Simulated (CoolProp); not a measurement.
Model: reference Helmholtz-energy equation of state, Wu 2011, in CoolProp.

Q: Give the vapour pressure (MPa), liquid density (kg/m³), vapour density (kg/m³), liquid cp (kJ/(kg K)) of saturated dimethyl ether at 1.05, 42.25 °C.

A: 
| T (°C) | p (MPa) | liquid density (kg/m³) | vapour density (kg/m³) | liquid cp (kJ/(kg K)) |
|---|---|---|---|---|
| 1.05 | 0.277 | 698 | 6.02 | 2.32 |
| 42.25 | 0.943 | 632 | 19.8 | 2.54 |
